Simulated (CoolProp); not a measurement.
Vapour-liquid equilibrium of CH2F2 (R32) (1) + R1234yf (2) at 0.0776 MPa; x and y are mole fractions of (1).

Computed with CoolProp (multi-fluid Helmholtz-energy mixture model, Tillner-Roth 1997 and Lemmon 2022; pair parameters Bell 2023).

```json
[
 {"x": "0.05", "bubble temperature, mixture model (°C)": "-38.7", "bubble temperature, Raoult's law (°C)": "-37.2", "y, mixture model": "0.186", "y, Raoult's law": "0.129"},
 {"x": "0.2", "bubble temperature, mixture model (°C)": "-46.0", "bubble temperature, Raoult's law (°C)": "-42.0", "y, mixture model": "0.513", "y, Raoult's law": "0.418"},
 {"x": "0.35", "bubble temperature, mixture model (°C)": "-50.3", "bubble temperature, Raoult's law (°C)": "-45.8", "y, mixture model": "0.670", "y, Raoult's law": "0.611"},
 {"x": "0.5", "bubble temperature, mixture model (°C)": "-52.9", "bubble temperature, Raoult's law (°C)": "-49.0", "y, mixture model": "0.759", "y, Raoult's law": "0.747"},
 {"x": "0.65", "bubble temperature, mixture model (°C)": "-54.6", "bubble temperature, Raoult's law (°C)": "-51.7", "y, mixture model": "0.822", "y, Raoult's law": "0.847"},
 {"x": "0.8", "bubble temperature, mixture model (°C)": "-55.7", "bubble temperature, Raoult's law (°C)": "-54.0", "y, mixture model": "0.882", "y, Raoult's law": "0.923"},
 {"x": "0.95", "bubble temperature, mixture model (°C)": "-56.6", "bubble temperature, Raoult's law (°C)": "-56.1", "y, mixture model": "0.962", "y, Raoult's law": "0.983"}
]
```

The largest gap from Raoult's law is -4.5 K in bubble temperature, at x = 0.35. No azeotrope shows between x = 0.05 and 0.95.

The pair parameters rest on a limited set of measurements; away from them the model extrapolates.
